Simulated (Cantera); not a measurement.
A diamond (100) surface in a fixed gas of H2 with x(CH4) = 0.013, x(H) = 0.009, x(CH3) = 5.4e-05, at 1325 K; coverages are run to steady state.

Detailed kinetics in Cantera: the Harris–Goodwin 1993 mechanism for the reconstructed diamond (100) surface.

One state of this run: growth (µm/h) = 3.38; θ c6HH = 0.368; θ c6H* = 0.0520; θ c6*H = 0.531; θ c6** = 0.0490; θ c6HM = 0.000204. θ: site fractions in the mechanism's names (c6HH fully hydrogenated, c6H* and c6*H radical sites, c6** diradical, c6HM methylated).

Problem. Which value of P (Pa) does it belong to?
A. 5300
B. 630
C. 15000
D. 3100

Solution. C, 15000
